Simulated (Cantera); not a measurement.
Charge: 1 mol BF₃, 19 mol H₂, held at 2373 K and 10.0 mbar.

Method: chemical equilibrium by Gibbs-energy minimisation in Cantera with the NASA 1993 tables (ideal gas, pure condensed phases). Candidate condensed phases: B; 20 gas species. The tables' values for BF₂, BH₂ are old estimates; treat these amounts as uncertain. Equilibrium is a limit: real reactors are often held back by kinetics, nucleation or transport.

What is the equilibrium state?


```
Quantity                            Result
-------------------------------  ---------
x(H₂)                                0.752
x(H)                                 0.121
x(HF)                               0.0815
x(BF)                               0.0371
x(BF₂)                             0.00720
x(BF₃)                            0.000510
x(BHF₂)                           0.000127
x(F)                               1.94e-5
x(B)                               1.22e-5
gas amount                       22.25 mol
log10 activity of B(l) (absent)      -2.29
```
